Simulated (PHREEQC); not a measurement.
# Silver or lead bath (model solution)

Make-up at 25 °C: 0.0098 mol Pb(NO3)2 and 0.24 mol HNO3 per kg of water. It is in equilibrium with CO2 at log p = -2 (atm). Otherwise closed; pH follows from the charge balance.

Model: ion-association model, phreeqc.dat, run in PHREEQC.

Precipitation was switched off in this run.

**Question.** Estimate the pH.

**Answer.** pH 0.72.

**Question.** In which forms is N present?

**Answer.** NO3- 98 %, PbNO3+ 1.9 % of the N.
